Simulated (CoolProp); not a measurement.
A single-stage vapour-compression cycle with R141b: evaporating at 287.15 K (dew point), condensing at 348.15 K (bubble point), superheat 5 K, subcooling 8 K, compressor efficiency 0.7, no pressure losses. Each further row changes one setting.

Model: reference Helmholtz-energy equation of state, Lemmon 2006, in CoolProp. It is a short technical equation, of lower accuracy than the large ones.

```json
[
 {"case": "as stated", "cooling COP": "2.80", "pressure ratio": "7.23", "discharge temperature (K)": "374.4", "refrigerating effect (kJ/kg)": "173", "volumetric capacity (kJ/m³)": "436"},
 {"case": "evaporating temperature 292.15 K", "cooling COP": "?", "pressure ratio": "?", "discharge temperature (K)": "?", "refrigerating effect (kJ/kg)": "176", "volumetric capacity (kJ/m³)": "535"},
 {"case": "condensing temperature 343.15 K", "cooling COP": "3.12", "pressure ratio": "?", "discharge temperature (K)": "368.7", "refrigerating effect (kJ/kg)": "179", "volumetric capacity (kJ/m³)": "451"},
 {"case": "subcooling 13 K", "cooling COP": "2.90", "pressure ratio": "7.23", "discharge temperature (K)": "374.4", "refrigerating effect (kJ/kg)": "179", "volumetric capacity (kJ/m³)": "451"},
 {"case": "superheat 15 K", "cooling COP": "?", "pressure ratio": "7.23", "discharge temperature (K)": "385.4", "refrigerating effect (kJ/kg)": "180", "volumetric capacity (kJ/m³)": "?"},
 {"case": "compressor efficiency 0.6", "cooling COP": "2.40", "pressure ratio": "7.23", "discharge temperature (K)": "385.6", "refrigerating effect (kJ/kg)": "173", "volumetric capacity (kJ/m³)": "436"}
]
```

Question: Fill in the missing entries.

Answer: 
- evaporating temperature 292.15 K, cooling COP: 3.16
- evaporating temperature 292.15 K, pressure ratio: 5.93
- evaporating temperature 292.15 K, discharge temperature (K): 371.7
- condensing temperature 343.15 K, pressure ratio: 6.34
- superheat 15 K, cooling COP: 2.82
- superheat 15 K, volumetric capacity (kJ/m³): 439
